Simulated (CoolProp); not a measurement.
Computed with CoolProp (reference Helmholtz-energy equation of state, Thol 2016).

Question: Give the vapour pressure (MPa), liquid density (kg/m³), vapour viscosity (µPa s) of saturated R1234ze(E) at -0.25 °C.

Answer: 
```tsv
T (°C)	p (MPa)	liquid density (kg/m³)	vapour viscosity (µPa s)
-0.25	0.215	1240	11.3
```

Viscosity comes from a separate model (Bell 2016), an estimate that may be off by 10 % or more.
